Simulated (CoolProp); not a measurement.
A single-stage vapour-compression cycle with the fluid: evaporating at 223.15 K (dew point), condensing at 254.15 K (bubble point), superheat 8 K, subcooling 5 K, compressor efficiency 0.75, no pressure losses. The same conditions are run with several fluids, on thermodynamics alone (safety and materials aside).

The numbers come from the reference Helmholtz-energy equation of state of each fluid (R115: Lemmon 2016; dimethyl ether: Wu 2011; R22: Kamei 1995; C3F8 (R218): Lemmon 2006; carbonyl sulfide: Lemmon 2006; fluoroethane (R161): Wu 2012) in CoolProp.

```csv
fluid,cooling COP,pressure ratio,discharge temperature (K),refrigerating effect (kJ/kg),volumetric capacity (kJ/m³)
R115,4.90,3.79,268.8,110,552
dimethyl ether,4.93,4.43,…,446,…
R22,4.86,3.95,306.0,216,640
C3F8 (R218),4.81,3.97,261.0,89.9,485
carbonyl sulfide,4.80,3.46,321.5,283,926
fluoroethane (R161),4.89,…,304.3,395,555
```

Question: Complete the blanks.

Answer: 
- dimethyl ether, discharge temperature (K): 300.1
- dimethyl ether, volumetric capacity (kJ/m³): 317
- fluoroethane (R161), pressure ratio: 4.02
